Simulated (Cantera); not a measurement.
Charge: 1 mol SiC, 0.49 mol C, 6.8 mol N2, equilibrated at 12.0 mbar.

These are equilibrium values from Cantera (NASA tables, ideal gas, pure condensed phases), not measurements of a reactor. Candidate condensed phases: C, Si, SiC, Si3N4; 20 gas species. Equilibrium is a limit: real reactors are often held back by kinetics, nucleation or transport.

### Question
What share of the Si ends up in condensed phases as a function of T (°C), at 1877, 1927, 1977, 2027, 2077, 2127, 2177, 2227, 2277, 2327?

### Answer
```csv
T (°C),Si condensed (%),as
1877,98.6,SiC(s)
1927,97.2,SiC(s)
1977,94.6,SiC(s)
2027,89.8,SiC(s)
2077,81.0,SiC(s)
2127,65.2,SiC(s)
2177,36.4,SiC(s)
2227,0.0,-
2277,0.0,-
2327,0.0,-
```
